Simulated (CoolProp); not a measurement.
CHF3 (R23) along the isotherm 308.3 K: density (kg/m³) from the reference equation and from simpler models built on Tc = 299.3 K, pc = 4832 kPa, ω = 0.263; each cubic takes its own stable root.

Computed with CoolProp (reference Helmholtz-energy equation of state, Penoncello 2003).

```
p (kPa)          phase  reference
-------  -------------  ---------
153                gas      4.223
290                gas      8.081
549                gas      15.59
1040               gas      30.66
1970               gas      63.00
3740               gas      148.4
7090     supercritical      760.0
13400    supercritical      961.6
25500    supercritical       1087
48300    supercritical       1203
```

Problem. How far does each simpler model (ideal gas, van der Waals, Redlich-Kwong, Peng-Robinson) lie from the reference over these 10 states: mean and median of the absolute difference, and the worst?

Solution. 
- ideal gas: mean 24.2 %, median 12.1 %, worst -74.5 % at 308.3 K and 7090 kPa
- van der Waals: mean 13.3 %, median 3.6 %, worst -31.8 % at 308.3 K and 48300 kPa
- Redlich-Kwong: mean 6.3 %, median 1.3 %, worst -19.2 % at 308.3 K and 7090 kPa
- Peng-Robinson: mean 3.1 %, median 0.6 %, worst -15.1 % at 308.3 K and 7090 kPa
